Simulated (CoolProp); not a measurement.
Isopentane along the isotherm 421.6 K: density (kg/m³) from the reference equation and from simpler models built on Tc = 460.3 K, pc = 3.378 MPa, ω = 0.227; each cubic takes its own stable root.

The numbers come from the reference Helmholtz-energy equation of state, Lemmon 2006 in CoolProp. It is a short technical equation, of lower accuracy than the large ones.

```json
[
 {"p (MPa)": "0.422", "phase": "gas", "reference": "9.240"},
 {"p (MPa)": "0.845", "phase": "gas", "reference": "19.93"},
 {"p (MPa)": "1.27", "phase": "gas", "reference": "32.93"},
 {"p (MPa)": "1.69", "phase": "gas", "reference": "50.01"},
 {"p (MPa)": "2.11", "phase": "liquid", "reference": "450.4"},
 {"p (MPa)": "2.53", "phase": "liquid", "reference": "454.7"},
 {"p (MPa)": "2.96", "phase": "liquid", "reference": "458.6"},
 {"p (MPa)": "3.38", "phase": "liquid", "reference": "462.2"},
 {"p (MPa)": "3.8", "phase": "liquid", "reference": "465.5"},
 {"p (MPa)": "4.22", "phase": "liquid", "reference": "468.6"},
 {"p (MPa)": "4.65", "phase": "liquid", "reference": "471.6"},
 {"p (MPa)": "5.07", "phase": "liquid", "reference": "474.3"}
]
```

Task: How far does each simpler model (van der Waals, Redlich-Kwong, Peng-Robinson) lie from the reference over these 12 states: mean and median of the absolute difference, and the worst?

Result: 
- van der Waals: mean 29.8 %, median 34.7 %, worst -85.9 % at 421.6 K and 2.11 MPa
- Redlich-Kwong: mean 11.0 %, median 14.0 %, worst -18.9 % at 421.6 K and 2.11 MPa
- Peng-Robinson: mean 1.2 %, median 0.8 %, worst -3.4 % at 421.6 K and 2.11 MPa

At some of these states van der Waals gives the other phase, because its saturation line lies elsewhere.
